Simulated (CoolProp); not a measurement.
A simple Rankine cycle with n-pentane: condensing at 331.15 K, boiler at 2.53 MPa, turbine inlet 466.3 K, turbine efficiency 0.6, pump efficiency 0.7, no recuperator. Each further row changes one setting.

Values from CoolProp's reference Helmholtz-energy equation of state, Thol 2019.

```
case                             thermal efficiency (%)  net work (kJ/kg)  heat in (kJ/kg)  turbine exit temperature (K)  volume ratio over the turbine
-------------------------------  ----------------------  ----------------  ---------------  ----------------------------  -----------------------------
as stated                                          10.3              57.7              558                    (withheld)                           16.4
turbine inlet 486.3 K                              10.2              63.3              619                    (withheld)                           15.1
condensing temperature 323.15 K                    11.1              63.9       (withheld)                         406.8                           20.9
boiler pressure 1.77 MPa                            9.3              54.8              588                    (withheld)                           9.89
turbine efficiency 0.5                              8.5        (withheld)              558                         415.0                           16.7
```

Question: Fill in the missing entries.

Answer: 
- as stated, turbine exit temperature (K): 410.2
- turbine inlet 486.3 K, turbine exit temperature (K): 435.0
- condensing temperature 323.15 K, heat in (kJ/kg): 577
- boiler pressure 1.77 MPa, turbine exit temperature (K): 425.0
- turbine efficiency 0.5, net work (kJ/kg): 47.1
